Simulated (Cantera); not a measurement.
Standard-state values (1 bar) from the NASA 1993 polynomials, evaluated with Cantera. Values are per mole of reaction as written; species without (g) are pure solids or liquids, kept so even where they would boil at 1 bar. TiC: taken at fixed stoichiometry.

3 C2H5OH(g) + 2 TiC + 5 C2H6(g) = 6 C3H8(g) + Ti2O3

```
T (K)  ΔH° (kJ)  ΔS° (J/K)  ΔG° (kJ)  log10 K
-----  --------  ---------  --------  -------
375           ?          ?         ?        ?
475      -650.6     -322.3    -497.5    54.71
575      -646.6     -314.8    -465.6    42.30
675      -642.3     -307.8    -434.5    33.62
775           ?          ?         ?        ?
875           ?          ?         ?        ?
975           ?          ?         ?        ?
1075     -622.6     -285.1    -316.2    15.36
1175     -617.5     -280.5    -287.9    12.80
```

Q: Complete the blanks.

A: 
- 375, ΔH° (kJ): -655.3
- 375, ΔS° (J/K): -333.1
- 375, ΔG° (kJ): -530.4
- 375, log10 K: 73.88
- 775, ΔH° (kJ): -637.6
- 775, ΔS° (J/K): -301.4
- 775, ΔG° (kJ): -404.1
- 775, log10 K: 27.23
- 875, ΔH° (kJ): -632.8
- 875, ΔS° (J/K): -295.5
- 875, ΔG° (kJ): -374.2
- 875, log10 K: 22.34
- 975, ΔH° (kJ): -627.7
- 975, ΔS° (J/K): -290.0
- 975, ΔG° (kJ): -345.0
- 975, log10 K: 18.48
